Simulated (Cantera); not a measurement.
## Calcination and drying: LiOH + H2

Feed: 1 mol LiOH, a varied amount of H2, at 20.0 Pa.

Cantera equilibrium calculation (NASA polynomials, part measured and part estimated; ideal gas, pure solids and liquids). Candidate condensed phases: H2O, Li, LiH, LiOH, Li2O; 17 gas species. Equilibrium is a limit: real reactors are often held back by kinetics, nucleation or transport.

Question: Map the stable condensed phases over T = 1298, 1348, 1398, 1448, 1498, 1548, 1598, 1648, 1698 K and n(H2) in mol = 1.2, 1.3, 1.6, 1.8, 2.1, 2.5, 2.9, 3.3, 3.9, 4.5, 5.3, 6.1, 7.1.

Answer: 
```
T in K \ n(H2) in mol
         1.2 1.3 1.6 1.8 2.1 2.5 2.9 3.3 3.9 4.5 5.3 6.1 7.1
   1698    A   A   A   A   A   A   A   A   A   A   A   A   A
   1648    A   A   A   A   A   A   A   A   A   A   A   A   A
   1598    A   A   A   A   A   A   A   A   A   A   A   A   A
   1548    A   A   A   A   A   A   A   A   A   A   A   A   A
   1498    A   A   A   A   A   A   A   A   A   A   A   A   A
   1448    A   A   A   A   A   A   A   A   A   A   A   A   A
   1398    B   B   B   B   B   A   A   A   A   A   A   A   A
   1348    B   B   B   B   B   B   B   B   B   B   B   B   A
   1298    B   B   B   B   B   B   B   B   B   B   B   B   B
```
A: gas only; B: Li2O.
